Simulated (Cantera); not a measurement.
A closed system holds: 1 mol B2H6, 1.9 mol H2O, 15 mol H2, equilibrated at 1175 °C and 133 Pa.

These are equilibrium values from Cantera (NASA tables, ideal gas, pure condensed phases), not measurements of a reactor. Candidate condensed phases: B, B2O3, B3O3H3, H2O; 23 gas species. The feed counts by its element totals alone. The numbers say what is thermodynamically allowed, not how fast it happens.

Base state: H2 0.934, HBO 0.0439, B2O2 0.0178, B2O3 0.00312, HBO2 0.000813, BO 0.000324, H 0.000244, B3O3H3 0.000132 (mole fractions); condensed: B(s).

Question: What changes in the equilibrium state with this change: temperature from 1175 °C to 950 °C?

Answer: 
| species | before | after |
|---|---|---|
| H2 | 0.934 | 0.997 |
| HBO | 0.0439 | 0.00239 |
| B3O3H3 | 0.000132 | 0.000251 |
| B2O2 | 0.0178 | 0.000108 |
| BO | 0.000324 | 8.25e-7 |
| B2O3 | 0.00312 | 1.45e-5 |
| B(s), mol | 0.182 | 0.711 |
| B2O3(l), mol | 0 | 0.610 |
Mutual solubility and eutectic melting of coexisting phases are not modelled.

Question: What changes in the equilibrium state with this change: B2H6 replaced by BF3?

Answer: 
| species | before | after |
|---|---|---|
| H2 | 0.934 | 0.794 |
| HF | 0 | 0.111 |
| BOF | 0 | 0.0466 |
| B2O2 | 0.0178 | 2.04e-8 |
| H2O | 6.75e-6 | 0.0421 |
| HBO | 0.0439 | 4.33e-5 |
| BF3 | 0 | 0.000324 |
| B3O3H3 | 0.000132 | <1e-9 |
| BO | 0.000324 | 3.46e-7 |
| B(s), mol | 0.182 | 0 |
